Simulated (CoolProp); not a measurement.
Computed with CoolProp (reference Helmholtz-energy equation of state, Lemmon 2006). It is a short technical equation, of lower accuracy than the large ones.

Problem. For acetone, give the phase and the density (kg/m³), speed of sound (m/s) at 240.5 K and 3.7 MPa; 268.9 K and 3.7 MPa.

Solution. 
- 240.5 K and 3.7 MPa: liquid; density 849, speed of sound 1460
- 268.9 K and 3.7 MPa: liquid; density 820, speed of sound 1320
